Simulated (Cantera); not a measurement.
A closed system holds: 1 mol C2H6, 0.016 mol NH3, 0.21 mol N2, equilibrated at 1.43 Torr.

Method: chemical equilibrium by Gibbs-energy minimisation in Cantera with the NASA 1993 tables (ideal gas, pure condensed phases). Candidate condensed phases: C, C6H6, C7H8, C8H18; 110 gas species. Ions and electrons are included (thermal ionisation). The numbers say what is thermodynamically allowed, not how fast it happens.

Q: Which condensed phases are stable at each of these points (T (K)): 2000, 2500, 3000, 3500, 4000, 4500, 5000?

A: 
```json
[
 {"T (K)": "2000", "condensed phases": "C(graphite)", "C condensed (%)": "99.2"},
 {"T (K)": "2500", "condensed phases": "C(graphite)", "C condensed (%)": "94.7"},
 {"T (K)": "3000", "condensed phases": "gas only", "C condensed (%)": "0.0"},
 {"T (K)": "3500", "condensed phases": "gas only", "C condensed (%)": "0.0"},
 {"T (K)": "4000", "condensed phases": "gas only", "C condensed (%)": "0.0"},
 {"T (K)": "4500", "condensed phases": "gas only", "C condensed (%)": "0.0"},
 {"T (K)": "5000", "condensed phases": "gas only", "C condensed (%)": "0.0"}
]
```

From 2000 K to 2500 K the condensed part is C(graphite). From 3000 K to 5000 K nothing is condensed.
